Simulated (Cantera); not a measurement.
**Ignition delay**

Mixture: 4.72 % CH₄, 0.255 % H₂, 19.9 % O₂, 75.1 % N₂, equivalence ratio 0.48, at 9.87 atm, adiabatic and at constant pressure. Ignition delay is the time to a rise of 400 K.

Model: GRI-Mech 3.0 (53 species, 325 reactions), integrated in Cantera.

```csv
T0 (K),delay (ms)
1225,1.54
1300,0.716
1375,0.348
1450,0.176
1525,0.0935
1600,0.0519
1675,0.0302
1750,0.0183
1825,0.0116
1900,0.00768
```

The apparent activation energy between 1750 and 1900 K is 160 kJ/mol.
